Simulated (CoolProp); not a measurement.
Vinyl chloride along the isotherm 430 K: Z from the reference equation and from simpler models built on Tc = 425.0 K, pc = 56.00 bar, ω = 0.160; each cubic takes its own stable root.

Computed with CoolProp (reference Helmholtz-energy equation of state, Thol 2022).

```json
[
 {"p (bar)": "1.77", "phase": "gas", "reference": "0.9901"},
 {"p (bar)": "2.86", "phase": "gas", "reference": "0.9839"},
 {"p (bar)": "4.62", "phase": "gas", "reference": "0.9738"},
 {"p (bar)": "7.47", "phase": "gas", "reference": "0.9570"},
 {"p (bar)": "12.1", "phase": "gas", "reference": "0.9286"},
 {"p (bar)": "19.5", "phase": "gas", "reference": "0.8799"},
 {"p (bar)": "31.5", "phase": "gas", "reference": "0.7891"},
 {"p (bar)": "50.9", "phase": "gas", "reference": "0.5786"},
 {"p (bar)": "82.2", "phase": "supercritical", "reference": "0.2506"},
 {"p (bar)": "133", "phase": "supercritical", "reference": "0.3558"},
 {"p (bar)": "215", "phase": "supercritical", "reference": "0.5276"},
 {"p (bar)": "347", "phase": "supercritical", "reference": "0.7915"},
 {"p (bar)": "560", "phase": "supercritical", "reference": "1.193"}
]
```

How far does each simpler model (van der Waals, Redlich-Kwong) lie from the reference over these 13 states: mean and median of the absolute difference, and the worst?


- van der Waals: mean 15.2 %, median 2.3 %, worst +39.1 % at 430 K and 82.2 bar
- Redlich-Kwong: mean 4.0 %, median 0.5 %, worst +17.5 % at 430 K and 82.2 bar
